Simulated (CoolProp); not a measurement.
Model: reference Helmholtz-energy equation of state, Gedanitz 2015, in CoolProp.

Q: For cyclopentane, give the phase and the density (kg/m³), cp (kJ/(kg K)), expansivity (1/kK), viscosity (µPa s) at 81.25 °C and 312 kPa; 95.25 °C and 312 kPa; 151.05 °C and 312 kPa.

A: 
- 81.25 °C and 312 kPa: liquid; density 681, cp 2.11, expansivity 1.67, viscosity 193
- 95.25 °C and 312 kPa: gas; density 7.71, cp 1.61, expansivity 3.45, viscosity 9.21
- 151.05 °C and 312 kPa: gas; density 6.50, cp 1.85, expansivity 2.73, viscosity 10.6

Viscosity comes from a separate model (Chung 1988), a generic estimate that can be far off for the liquid and wasn't checked against measurements.
